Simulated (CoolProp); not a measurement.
Vapour-liquid equilibrium of ethanol (1) + acetone (2) at 199.25 °C; x and y are mole fractions of (1).

Computed with CoolProp (multi-fluid Helmholtz-energy mixture model, Schroeder 2014 and Lemmon 2006; pair parameters Bell 2016).

| x | bubble pressure, mixture model (kPa) | bubble pressure, Raoult's law (kPa) | y, mixture model | y, Raoult's law |
|---|---|---|---|---|
| 0.05 | ___ | 2736 | ___ | 0.054 |
| 0.2 | 2953 | 2768 | ___ | 0.212 |
| 0.35 | 3058 | 2799 | ___ | 0.367 |
| 0.5 | 3111 | 2831 | 0.510 | 0.519 |
| 0.65 | ___ | 2863 | 0.644 | 0.667 |
| 0.8 | 3074 | 2895 | ___ | 0.812 |
| 0.95 | 2981 | 2927 | 0.942 | 0.953 |

### Question
Complete the blanks.

### Answer

- 0.05, bubble pressure, mixture model (kPa): 2792
- 0.05, y, mixture model: 0.061
- 0.2, y, mixture model: 0.227
- 0.35, y, mixture model: 0.374
- 0.65, bubble pressure, mixture model (kPa): 3117
- 0.8, y, mixture model: 0.785

The largest gap from Raoult's law is +9.9 % in bubble pressure, at x = 0.5. y crosses x between x = 0.5 and 0.65: the model has an azeotrope there.

Pair parameters are fitted to limited data, so mixtures are less certain than the pure fluids.
